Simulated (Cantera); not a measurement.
A closed system holds: 1 mol SiCl4, 1.3 mol Cl2, 7.9 mol H2, held at 352 °C and 650000 Pa.

Equilibrium computed with Cantera from the NASA thermochemical tables; the gas is ideal and each condensed phase is pure. Candidate condensed phases: Si; 19 gas species. Rates play no part.

Base state: H2 0.647, HCl 0.255, SiCl4 0.0980, SiHCl3 1.20e-5 (mole fractions); condensed: gas only.

Problem. What changes in the equilibrium state with this change: SiCl4 replaced by Si?

Solution. 
```csv
species,before,after
H2,0.647,0.908
SiHCl3,1.20e-5,0.0502
SiCl4,0.0980,0.0376
HCl,0.255,3.29e-5
SiH2Cl2,<1e-9,0.00363
SiH3Cl,<1e-9,5.25e-5
"Si(s), mol",0,0.229
```
